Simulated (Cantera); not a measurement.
Charge: 1 mol B2H6, a varied amount of H2O, at 2075 K and 750 Torr.

Cantera equilibrium calculation (NASA polynomials, part measured and part estimated; ideal gas, pure solids and liquids). Candidate condensed phases: B, B2O3, B3O3H3, H2O; 23 gas species. The feed counts by its element totals alone. The tables' values for BH2 are old estimates; treat these amounts as uncertain. Gases not in the tables: B2H6 and higher boranes. Equilibrium is a limit: real reactors are often held back by kinetics, nucleation or transport.

At 2 mol H2O, list the 6 most abundant gas species with their mole fractions, and the condensed phases.

H2 0.762, HBO 0.143, B2O2 0.0655, B2O3 0.0147, BO 0.00590, HBO2 0.00478. Condensed: B(s).
